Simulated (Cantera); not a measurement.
A Cantera script and what it prints.

```python
import numpy as np
import cantera as ct

gas_names = """
    C CO CO2 C2 C2O C3 C3O2 C4 C5 O O2 O3 Ta TaO TaO2
""".split()
cond_names = """
    C(gr) Ta(cr) Ta(L) TaC(s) TaC(L) Ta2O5(s) Ta2O5(L)
""".split()


# ... load() reads the species with a 1 bar reference pressure and builds the phases ...
atoms = {
    'Ta2O5': {'Ta': 2, 'O': 5},
    'C': {'C': 1},
    'CO': {'C': 1, 'O': 1},
}
top_T = {'C(gr)': 4500}  # K; cautious upper limits of use, not melting points


# ... equilibrate(T, P, feed) seeds the gas with the atoms and calls Mixture.equilibrate('TP', solver="vcs", rtol=1e-11, max_steps=5000) ...
results = []
feed = {'Ta2O5': 1, 'C': 6.5, 'CO': 2.1}  # mol
T = 1398  # K
P = 120  # Pa
mix = equilibrate(T, P, feed)
results.append((T, P, feed, dict(zip(mix.species_names, mix.species_moles))))
x = sorted(zip(gas.X, gas.species_names), reverse=True)
print(f"T = {T:g} K  P = {P:g} Pa  gas = {mix.phase_moles(0):.4g} mol")
print("   x: " + "  ".join(f"{s} {v:.3e}" for v, s in x if v > 0.001))
print("   condensed (mol): " + ("  ".join(f"{mix.phase(i).name} {mix.phase_moles(i):.4g}"
      for i in range(1, mix.n_phases) if mix.phase_moles(i) > 1e-12) or "none"))
```

Output:

```
T = 1398 K  P = 120 Pa  gas = 6.742 mol
   x: CO 9.997e-01
   condensed (mol): TaC(s) 1.858  Ta2O5(s) 0.07113
```

Cantera equilibrium calculation (NASA polynomials, part measured and part estimated; ideal gas, pure solids and liquids). Mutual solubility and eutectic melting of coexisting phases are not modelled. TaC: taken at fixed stoichiometry. Condensed phases not in the tables: Ta2C.
